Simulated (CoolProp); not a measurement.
Vapour-liquid equilibrium of R125 (1) + R236EA (2) at 299 K; x and y are mole fractions of (1).

The numbers come from the multi-fluid Helmholtz-energy mixture model, Lemmon 2005 and Rui 2013; pair parameters Bell 2016 in CoolProp.

Task: Give the bubble pressure and the first vapour's composition at x = 0.2, 0.5, 0.95. Is there an azeotrope?

Result: x = 0.2: 0.4358 MPa, y = 0.576; x = 0.5: 0.7725 MPa, y = 0.826; x = 0.95: 1.336 MPa, y = 0.986. No azeotrope shows between x = 0.05 and 0.95.

Pair parameters are fitted to limited data, so mixtures are less certain than the pure fluids.
